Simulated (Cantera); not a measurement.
Feed: 1 mol MgO, 9.6 mol HBr, 16 mol O2, held at 973 K and 2.50 Pa.

Cantera equilibrium calculation (NASA polynomials, part measured and part estimated; ideal gas, pure solids and liquids). Candidate condensed phases: Br2, H2O, Mg, MgBr2, MgO, Mg(OH)2; 20 gas species. The numbers say what is thermodynamically allowed, not how fast it happens.

Base state: O2 0.526, Br 0.214, H2O 0.174, Br2 0.0669, HBr 0.0198 (mole fractions); condensed: MgO(s).

Task: What changes in the equilibrium state with this change: pressure from 2.50 Pa to 1.70 mbar?

Result: 
| species | before | after |
|---|---|---|
| O2 | 0.526 | 0.575 |
| H2O | 0.174 | 0.196 |
| Br2 | 0.0669 | 0.175 |
| Br | 0.214 | 0.0420 |
| HBr | 0.0198 | 0.0116 |
| MgO(s), mol | 1.000 | 1.000 |
